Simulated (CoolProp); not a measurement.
The fluid at 463.83 K and 0.195 MPa is throttled through a valve to 0.0857 MPa with no heat exchange. The same conditions are run with several fluids, on thermodynamics alone (safety and materials aside).

Values from CoolProp's reference Helmholtz-energy equation of state of each fluid (chloromethane (R40): Thol 2014; ethanol: Schroeder 2014; R365MFC: Lemmon 2016; oxygen: Schmidt 1985; n-heptane: Span 2003).

```json
[
 {"fluid": "chloromethane (R40)", "temperature change (K)": "-1.0", "final density (kg/m³)": "1.13"},
 {"fluid": "ethanol", "temperature change (K)": "-1.8", "final density (kg/m³)": "1.03"},
 {"fluid": "R365MFC", "temperature change (K)": "-0.8", "final density (kg/m³)": "3.33"},
 {"fluid": "oxygen", "temperature change (K)": "-0.1", "final density (kg/m³)": "0.711"},
 {"fluid": "n-heptane", "temperature change (K)": "-1.5", "final density (kg/m³)": "2.28"}
]
```

Above 300 K oxygen's equation is extrapolated.
